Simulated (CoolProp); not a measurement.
Carbonyl sulfide along the isotherm 620 K: density (kg/m³) from the reference equation and from simpler models built on Tc = 378.8 K, pc = 6.369 MPa, ω = 0.098; each cubic takes its own stable root.

The numbers come from the reference Helmholtz-energy equation of state, Lemmon 2006 in CoolProp. It is a short technical equation, of lower accuracy than the large ones.

```json
[
 {"p (MPa)": "3.98", "phase": "gas", "reference": "48.19"},
 {"p (MPa)": "7.96", "phase": "supercritical", "reference": "99.85"},
 {"p (MPa)": "11.9", "phase": "supercritical", "reference": "153.9"},
 {"p (MPa)": "15.9", "phase": "supercritical", "reference": "210.4"},
 {"p (MPa)": "19.9", "phase": "supercritical", "reference": "267.1"},
 {"p (MPa)": "23.9", "phase": "supercritical", "reference": "321.8"},
 {"p (MPa)": "27.9", "phase": "supercritical", "reference": "373.1"},
 {"p (MPa)": "31.8", "phase": "supercritical", "reference": "418.8"}
]
```

**Question.** How far does each simpler model (ideal gas, van der Waals, Redlich-Kwong, Soave-Redlich-Kwong, Peng-Robinson) lie from the reference over these 8 states: mean and median of the absolute difference, and the worst?

**Answer.** 
- ideal gas: mean 10.5 %, median 11.7 %, worst -13.5 % at 620 K and 23.9 MPa
- van der Waals: mean 4.3 %, median 4.4 %, worst +7.2 % at 620 K and 19.9 MPa
- Redlich-Kwong: mean 0.9 %, median 0.9 %, worst +1.4 % at 620 K and 15.9 MPa
- Soave-Redlich-Kwong: mean 3.6 %, median 3.9 %, worst -6.1 % at 620 K and 31.8 MPa
- Peng-Robinson: mean 0.6 %, median 0.5 %, worst +1.1 % at 620 K and 11.9 MPa
